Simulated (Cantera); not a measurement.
A perfectly stirred reactor is fed with CH₄ : CO₂ : H₂ = 1 : 0.35 : 1.2 (molar parts), at 10.0 bar; it is held at 1975 K, and followed from long to short residence time.

Cantera simulation using GRI-Mech 3.0 (53 species, 325 reactions); the numbers are that mechanism's predictions, not measurements. GRI-Mech 3.0 stops at C3 and has no aromatics, soot or wall deposition, so with more carbon than oxygen in the feed, carbon stays in small species such as C2H2 where larger ones or solid carbon would form.

x: mole fraction; the columns are a selection and need not sum to one.

```tsv
τ (s)	x CH₄	x CO₂	x H₂	x OH	x C₂H₄	x CH₂	x H₂O₂
6.3	0.0280	1.69e-5	0.714	?	0.00376	1.88e-7	<1e-12
2.2	0.0281	4.64e-5	0.714	?	0.00377	1.89e-7	<1e-12
0.80	0.0284	0.000124	0.713	?	0.00379	1.93e-7	<1e-12
0.28	0.0292	0.000335	0.710	?	0.00386	2.03e-7	<1e-12
0.10	0.0311	0.000830	0.703	?	0.00402	2.28e-7	<1e-12
0.036	0.0353	0.00184	0.690	?	0.00431	2.81e-7	<1e-12
0.013	0.0436	0.00366	0.669	?	0.00469	3.75e-7	1.18e-12
0.0045	0.0596	0.00737	0.642	?	0.00505	5.20e-7	2.65e-12
0.0016	0.0871	0.0157	0.614	4.01e-6	0.00528	7.01e-7	3.85e-12
0.00057	0.131	0.0344	0.588	3.92e-6	0.00561	9.14e-7	3.72e-12
```

Q: Fill in the missing entries.

A: 
- 6.3, x OH: 1.18e-8
- 2.2, x OH: 3.24e-8
- 0.80, x OH: 8.63e-8
- 0.28, x OH: 2.33e-7
- 0.10, x OH: 5.73e-7
- 0.036, x OH: 1.23e-6
- 0.013, x OH: 2.22e-6
- 0.0045, x OH: 3.33e-6
